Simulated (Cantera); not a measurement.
A closed system holds: 1 mol FeS2, 53 mol H2, equilibrated at 0.000170 bar.

Equilibrium computed with Cantera from the NASA thermochemical tables; the gas is ideal and each condensed phase is pure. Candidate condensed phases: Fe, FeS, FeS2, S; 8 gas species. FeS: taken at fixed stoichiometry. Gases not in the tables: S3 to S7. The numbers say what is thermodynamically allowed, not how fast it happens.

Q: At 1298 K, list the 6 most abundant gas species with their mole fractions, and the condensed phases.

A: H2 0.986, H2S 0.00957, S2 0.00439, SH 0.000422, H 8.16e-5, S 1.38e-5. Condensed: FeS(s).
